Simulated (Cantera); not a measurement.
A Cantera script and what it prints.

```python
import numpy as np
import cantera as ct

gas_names = """
    CL CLO CL2 H HCL HOCL HO2 H2 H2O H2O2 O OH O2 O3 Sr SrCL SrCL2 SrO SrOH SrO2H2
""".split()
cond_names = """
    H2O(s) H2O(L) Sr(a) Sr(b) Sr(L) SrCL2(a) SrCL2(b) SrCL2(L) SrO(s) SrO(L) SrO2H2(s) SrO2H2(L)
""".split()


# ... load() reads the species with a 1 bar reference pressure and builds the phases ...
atoms = {
    'SrCl2': {'Sr': 1, 'CL': 2},
    'O2': {'O': 2},
    'H2': {'H': 2},
}
top_T = {}  # K; cautious upper limits of use, not melting points


# ... equilibrate(T, P, feed) seeds the gas with the atoms and calls Mixture.equilibrate('TP', solver="vcs", rtol=1e-11, max_steps=5000) ...
results = []
feed = {'SrCl2': 1, 'O2': 1, 'H2': 60}  # mol
T = 2098  # K
P = 133.322  # Pa
mix = equilibrate(T, P, feed)
results.append((T, P, feed, dict(zip(mix.species_names, mix.species_moles))))
x = sorted(zip(gas.X, gas.species_names), reverse=True)
print(f"T = {T:g} K  P = {P:g} Pa  gas = {mix.phase_moles(0):.4g} mol")
print("   x: " + "  ".join(f"{s} {v:.3e}" for v, s in x if v > 0.0001))
print("   condensed (mol): " + ("  ".join(f"{mix.phase(i).name} {mix.phase_moles(i):.4g}"
      for i in range(1, mix.n_phases) if mix.phase_moles(i) > 1e-12) or "none"))
```

Output:

```
T = 2098 K  P = 133.322 Pa  gas = 63.96 mol
   x: H2 8.618e-01  H 7.824e-02  H2O 3.072e-02  HCL 1.238e-02  SrCL2 7.366e-03  Sr 4.746e-03  SrCL 3.329e-03  CL 8.274e-04  OH 3.309e-04  SrOH 1.660e-04
   condensed (mol): none
```

Equilibrium computed with Cantera from the NASA thermochemical tables; the gas is ideal and each condensed phase is pure.
